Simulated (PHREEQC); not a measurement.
Synthetic water in mmol/kgw, 20 °C, pH 6.94, pe 1.6: Na 96.4; K 0.627; Ca 0.292; Mg 6.23; Cl 91.5; S(6) 7.8; Alkalinity (meq/kgw) 3.95; Br 0.864.

Valence states are taken as typed.

Model: ion-association model, wateq4f.dat, run in PHREEQC.

No solid was allowed to form.

Problem. Order these S species by the share of S that they hold, largest first: CaSO4, MgSO4, NaSO4-, KSO4-, SO4-2.

Solution. SO4-2 (76 %), NaSO4- (12 %), MgSO4 (11 %), CaSO4 (0.47 %), KSO4- (0.10 %)

The pH is 6.94 and the ionic strength 0.119 mol/kgw. Complexes and solids missing from the database can't appear.
